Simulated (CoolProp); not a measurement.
Vapour pressure (kPa) of R13: the reference equation beside estimates from Tc = 29.9 °C, pc = 3973 kPa, ω = 0.175. Clausius-Clapeyron is anchored at -109.85 °C with a constant enthalpy of vaporisation of 16.90 kJ/mol.

Model: reference Helmholtz-energy equation of state, Platzer 1990, in CoolProp. This equation is an older, rougher fit; its heat capacities, sound speeds and derivatives of the liquid may be far off and weren't checked against measurements.

```
T (°C)   reference  Clausius-Clapeyron  van der Waals  Redlich-Kwong  Soave-Redlich-Kwong  Peng-Robinson
-------  ---------  ------------------  -------------  -------------  -------------------  -------------
-116.25      9.727               9.818          139.3          14.36                9.281          9.850
-109.85      16.31               16.31          180.2          23.90                15.65          16.41
-103.45      26.17               26.09          229.0          37.91                25.22          26.17
-96.95       40.61               40.59          287.1          58.01                39.33          40.45
-90.55       60.47               60.82          353.6          85.04                58.83          60.04
-84.15       87.32               88.68          429.9          120.7                85.32          86.50
-77.65       123.4               126.8          518.1          167.5                121.0          122.0
-71.25       169.2               176.3          615.9          225.6                166.6          167.2
-64.85       227.1               240.3          725.2          297.3                224.4          224.3
-58.45       298.9               321.4          846.6          384.2                296.4          295.3
-51.95       388.3               424.5          982.6          489.8                386.2          383.7
-45.55       494.5               549.7           1130          612.4                493.2          489.1
-39.15       620.9               701.8           1290          755.3                621.0          614.8
-32.75       769.7               884.5           1465          919.9                771.8          763.3
```

Absolute difference from the reference over all 14 rows, mean and median: Clausius-Clapeyron 5.2 and 3.5 %, van der Waals 433.0 and 291.9 %, Redlich-Kwong 34.3 and 34.5 %, Soave-Redlich-Kwong 1.9 and 1.7 %, Peng-Robinson 0.9 and 1.0 %.
